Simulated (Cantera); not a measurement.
Cantera run, input and output.

```python
import numpy as np
import cantera as ct

gas = ct.Solution("gri30.yaml")
gas.TPX = 750, 88000, {'H2': 1.5, 'O2': 1, 'N2': 0.66}
reactor = ct.IdealGasConstPressureReactor(gas, energy="off", clone=False)
net = ct.ReactorNet([reactor])
net.rtol, net.atol = 1e-08, 1e-18
show = ['H2', 'O2', 'H2O', 'HO2', 'O', 'NO', 'H2O2']
times = np.geomspace(0.0009, 200, 9)

steps = ct.SolutionArray(gas, extra=["t"])
rows = []
print(f"{'t/s':>10s}{'T/K':>9s}{'P/Pa':>11s}" + "".join(f"{s:>11s}" for s in show))
for t in times:
    while net.time < t:
        t_next = net.step()
        steps.append(gas.state, t=t_next)
    rows.append([np.interp(t, steps.t, y) for y in (steps.T, steps.P, *steps(*show).X.T)])
    print(f"{t:10.3e}{rows[-1][0]:9.1f}{rows[-1][1]:11.4g}" + "".join(f"{x:11.3e}" for x in rows[-1][2:]))
rate = np.gradient(steps.T, steps.t)
print("integrator steps:", len(steps.t))
if steps.T.max() > steps.T[0] + 200:
    print(f"time of steepest temperature rise: {steps.t[rate.argmax()]:.4e} s")
gas.TPX = 750, 88000, {'H2': 1.5, 'O2': 1, 'N2': 0.66}
gas.equilibrate("TP")
print(f"equilibrium (TP): T = {gas.T:.1f} K  " + "  ".join(f"{s} {gas[s].X[0]:.3e}" for s in show))
```

Output:

```
       t/s      T/K       P/Pa         H2         O2        H2O        HO2          O         NO       H2O2
 9.000e-04    750.0    8.8e+04  4.747e-01  3.165e-01  6.073e-13  1.900e-11  1.516e-15  2.185e-30  4.971e-14
 4.194e-03    750.0    8.8e+04  4.747e-01  3.165e-01  2.899e-12  8.869e-11  1.575e-15  1.071e-29  1.085e-12
 1.954e-02    750.0    8.8e+04  4.747e-01  3.165e-01  1.477e-11  4.146e-10  1.854e-15  5.953e-29  2.363e-11
 9.105e-02    750.0    8.8e+04  4.747e-01  3.165e-01  9.772e-11  1.959e-09  3.181e-15  5.521e-28  5.160e-10
 4.243e-01    750.0    8.8e+04  4.747e-01  3.165e-01  1.292e-09  9.782e-09  1.008e-14  1.631e-26  1.172e-08
 1.977e+00    750.0    8.8e+04  4.747e-01  3.165e-01  4.955e-08  5.967e-08  5.854e-14  1.007e-24  3.143e-07
 9.212e+00    750.0    8.8e+04  4.747e-01  3.164e-01  4.023e-06  2.922e-07  4.097e-13  1.514e-23  8.159e-06
 4.292e+01    750.0    8.8e+04  4.743e-01  3.162e-01  3.794e-04  1.330e-06  4.627e-12  8.668e-22  1.808e-04
 2.000e+02    750.0    8.8e+04  4.490e-01  3.040e-01  3.209e-02  4.773e-06  3.869e-11  6.364e-19  2.239e-03
integrator steps: 436
equilibrium (TP): T = 750.0 K  H2 9.107e-15  O2 1.037e-01  H2O 6.224e-01  HO2 6.432e-12  O 2.211e-15  NO 3.342e-07  H2O2 7.560e-12
```

Model: GRI-Mech 3.0 (53 species, 325 reactions), integrated in Cantera. Below about 950 K walls govern HO2 and H2O2 in real vessels. The temperature is held fixed by assumption; the heat of reaction is taken as removed at once.
